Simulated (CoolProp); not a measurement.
Vapour-liquid equilibrium of n-hexane (1) + toluene (2) at 300.3 K; x and y are mole fractions of (1).

Values from CoolProp's multi-fluid Helmholtz-energy mixture model, Thol 2019 and Lemmon 2006; pair parameters Bell 2016.

Q: Give the bubble pressure and the first vapour's composition at x = 0.35, 0.45, 0.85. Is there an azeotrope?

A: x = 0.35: 0.01242 MPa, y = 0.760; x = 0.45: 0.01405 MPa, y = 0.813; x = 0.85: 0.01986 MPa, y = 0.954. No azeotrope shows between x = 0.05 and 0.95.

The pair parameters rest on a limited set of measurements; away from them the model extrapolates.
